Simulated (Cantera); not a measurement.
## N2O + SO2 + N2 (abatement and gas-phase synthesis)

Input: 1 mol N2O, 0.2 mol SO2, 47 mol N2, held at 3025 K and 555 Torr.

These are equilibrium values from Cantera (NASA tables, ideal gas, pure condensed phases), not measurements of a reactor. Candidate condensed phases: S; 17 gas species. The numbers say what is thermodynamically allowed, not how fast it happens.

The x(N2) is 0.976. The x(O) is 0.00876 and the x(NO) is 0.00730. The x(O2) comes out as 0.00373 and the x(SO) comes out as 0.00200. The x(SO2) comes out as 0.00153 and the x(S) comes out as 0.000545. The x(N) is 1.88e-5 and the x(SN) is 3.01e-6. The gas amount comes out as 48.99 mol and the log10 activity of S(l) (absent) is -4.71.
